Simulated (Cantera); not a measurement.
An adiabatic, constant-volume homogeneous reactor starts with CO : H₂ : CH₄ : O₂ : N₂ = 1 : 0.23 : 0.073 : 0.31 : 2.86 (molar parts), equivalence ratio 2.5, at 1700 K and 1.00 atm.

Computed with Cantera and GRI-Mech 3.0 (53 species, 325 reactions).

Question: Predict: time of steepest temperature rise; temperature at 5.00 s; equilibrium temperature; x(CO) at 5.00 s; x(H₂) at 5.00 s; x(HCO) at 5.00 s; x(H) at 5.00 s.

Answer: 
```
Quantity                                                             Value
---------------------------------  ---------------------------------------
time of steepest temperature rise                                  36.1 µs
temperature at 5.00 s                                               2680 K
equilibrium temperature                                             2680 K
x(CO) at 5.00 s                        0.185 (gas-phase equilibrium 0.185)
x(H₂) at 5.00 s                      0.0250 (gas-phase equilibrium 0.0250)
x(HCO) at 5.00 s                   2.13e-7 (gas-phase equilibrium 2.13e-7)
x(H) at 5.00 s                     0.00673 (gas-phase equilibrium 0.00673)
```
